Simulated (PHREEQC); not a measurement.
1 kg of water holding 0.0044 mol/kgw KCl, 0.16 mol/kgw Na2SO4, 0.32 mol/kgw NaCl, 0.046 mol/kgw Na2CO3 and 0.016 mol/kgw NaHCO3 is evaporated at 25 °C; the solids stay in contact with the brine. CO2 from the air is kept out. Solids allowed: Arcanite, Burkeite, Glaserite, Halite, Kalicinite, Mirabilite, Misenite, Nahcolite, Natron, Sylvite, Thenardite, Trona. Others were left out.

The numbers come from PHREEQC with the Pitzer model, pitzer.dat.

| water left (kg) | ionic strength | water activity | Halite (mol) | Thenardite (mol) | Burkeite (mol) |
|---|---|---|---|---|---|
| 1 | 0.958 | 0.981 | 0 | 0 | 0 |
| 0.6755 | 1.42 | 0.972 | 0 | 0 | 0 |
| 0.4563 | 2.10 | 0.959 | 0 | 0 | 0 |
| 0.3082 | 3.11 | 0.939 | 0 | 0 | 0 |
| 0.2082 | 4.60 | 0.908 | 0 | 0 | 0 |
| 0.1407 | 6.81 | 0.855 | 0 | 0 | 0 |
| 0.09502 | 8.84 | 0.785 | 0 | 0.0394 | 0 |
| 0.06389 | 8.89 | 0.733 | 0.00608 | 0.116 | 0.000568 |
| 0.04297 | 8.91 | 0.732 | 0.110 | 0.110 | 0.0103 |
| 0.02886 | 8.94 | 0.731 | 0.180 | 0.107 | 0.0169 |

Thenardite from water left = 0.09502 kg (pH 9.61); Trona from water left = 0.07809 kg (pH 9.56); Burkeite from water left = 0.06389 kg (pH 9.72); Halite from water left = 0.06389 kg (pH 9.72).
